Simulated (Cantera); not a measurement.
An isothermal, constant-pressure homogeneous reactor starts with NH3 : H2 = 1 : 9.8 (molar parts), at 1875 K and 0.0280 bar.

Detailed kinetics in Cantera: the gas-phase N/H chemistry of the illustrative SiF4/NH3 mechanism in the Surface Chemkin manual (1991). Walls and surfaces, which speed up NH3 decomposition in real reactors, are not modelled.

x: mole fraction; the columns are a selection and need not sum to one.

| t (s) | x NH3 | x H2 | x N | x H | x N2H2 |
|---|---|---|---|---|---|
| 9.00e-5 | 0.0926 | 0.907 | <1e-12 | [?] | <1e-12 |
| 0.000263 | 0.0926 | 0.907 | <1e-12 | [?] | 1.82e-12 |
| 0.000766 | 0.0926 | 0.907 | 1.17e-12 | [?] | 1.87e-11 |
| 0.00224 | 0.0926 | 0.907 | 3.02e-11 | [?] | 1.79e-10 |
| 0.00652 | 0.0926 | 0.907 | 7.54e-10 | [?] | 1.81e-9 |
| 0.0190 | 0.0925 | 0.907 | 1.81e-8 | [?] | 2.09e-8 |
| 0.0555 | 0.0922 | 0.907 | 2.51e-7 | [?] | 1.86e-7 |
| 0.162 | 0.0901 | 0.908 | 4.16e-7 | 0.000581 | 2.79e-7 |
| 0.473 | 0.0841 | 0.911 | 4.16e-7 | 0.000596 | 2.57e-7 |
| 1.38 | 0.0691 | 0.919 | 4.14e-7 | 0.000640 | 2.02e-7 |
| 4.03 | 0.0400 | 0.935 | 4.10e-7 | [?] | 1.05e-7 |
| 11.7 | 0.00849 | 0.952 | 4.43e-7 | [?] | 1.89e-8 |
| 34.3 | 0.000108 | 0.954 | 1.26e-7 | 0.00381 | 4.11e-11 |
| 100 | 1.66e-5 | 0.954 | 2.00e-8 | 0.00385 | 1.00e-12 |

Question: Complete the blanks.

Answer: 
- 9.00e-5, x H: 9.44e-7
- 0.000263, x H: 2.79e-6
- 0.000766, x H: 8.16e-6
- 0.00224, x H: 2.38e-5
- 0.00652, x H: 6.95e-5
- 0.0190, x H: 0.000201
- 0.0555, x H: 0.000486
- 4.03, x H: 0.000777
- 11.7, x H: 0.00135
